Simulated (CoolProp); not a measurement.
Saturation properties of nitrous oxide (Tc = 36.4 °C, pc = 72.45 bar, ω = 0.161).

Computed with CoolProp (reference Helmholtz-energy equation of state, Lemmon 2006). It is a short technical equation, of lower accuracy than the large ones.

```
T (°C)  p (bar)  liquid density (kg/m³)  vapour density (kg/m³)  enthalpy of vaporisation (kJ/kg)  liquid cp (kJ/(kg K))
------  -------  ----------------------  ----------------------  --------------------------------  ---------------------
-78.15    1.809                    1200                   5.112                               [?]                  1.729
-70.05    2.719                    1175                   7.484                               [?]                  1.743
-62.05    3.930                    1149                   10.58                             342.4                  1.761
-53.95    5.534                    1123                   14.64                             331.5                  1.786
-45.85    7.587                    1095                   19.81                             319.9                  1.817
-37.85    10.12                    1067                     [?]                             307.6                  1.856
-29.75    13.28                    1037                   34.33                             294.2                  1.905
-21.65    17.10                    1005                   44.40                               [?]                  1.969
-13.65    21.61                   971.1                   56.72                             263.9                  2.052
-5.55     27.00                   934.3                   72.25                             246.1                  2.167
2.55      33.31                   893.9                   91.87                             226.1                  2.332
```

Problem. Some entries are withheld; supply them.

Solution. 
- -78.15, enthalpy of vaporisation (kJ/kg): 362.4
- -70.05, enthalpy of vaporisation (kJ/kg): 352.6
- -37.85, vapour density (kg/m³): 26.23
- -21.65, enthalpy of vaporisation (kJ/kg): 279.7

It boils at -88.5 °C under 1 atm.
